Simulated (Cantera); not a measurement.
Charge: 1 mol Cu, 1.1 mol CO2, 97 mol N2, held at 0.0100 bar.

Cantera equilibrium calculation (NASA polynomials, part measured and part estimated; ideal gas, pure solids and liquids). Candidate condensed phases: C, Cu, CuO, Cu2O; 27 gas species. Rates play no part. All values below are at 1523 K.

Base state: N2 0.988, CO2 0.0111, Cu 0.00120, CO 0.000113, O2 4.52e-5, NO 2.24e-5 (mole fractions); condensed: Cu(l).

Task: What changes in the equilibrium state with this change: 1.5 mol H2 added?

Result: 
| species | before | after |
|---|---|---|
| N2 | 0.988 | 0.973 |
| CO | 0.000113 | 0.00784 |
| H2O | 0 | 0.00784 |
| CO2 | 0.0111 | 0.00319 |
| Cu | 0.00120 | 0.00120 |
| H2 | 0 | 0.00719 |
| O2 | 4.52e-5 | <1e-9 |
| H | 0 | 1.96e-5 |
| NO | 2.24e-5 | 9.26e-8 |
| Cu(l), mol | 0.882 | 0.880 |
Further candidate phases: C6H6, C7H8, C8H18, Cu(OH)2, H2O.
